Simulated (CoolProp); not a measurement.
Values from CoolProp's reference Helmholtz-energy equation of state, McLinden 2015.

Give the vapour pressure (MPa), liquid density (kg/m³), vapour density (kg/m³), liquid cp (kJ/(kg K)) of saturated the fluoroketone C6F12O (FK-5-1-12) at 275.4, 281.2, 304.4 K.


```json
[
 {"T (K)": "275.4", "p (MPa)": "0.0140", "liquid density (kg/m³)": "1670", "vapour density (kg/m³)": "1.96", "liquid cp (kJ/(kg K))": "1.09"},
 {"T (K)": "281.2", "p (MPa)": "0.0187", "liquid density (kg/m³)": "1650", "vapour density (kg/m³)": "2.58", "liquid cp (kJ/(kg K))": "1.09"},
 {"T (K)": "304.4", "p (MPa)": "0.0522", "liquid density (kg/m³)": "1580", "vapour density (kg/m³)": "6.79", "liquid cp (kJ/(kg K))": "1.11"}
]
```
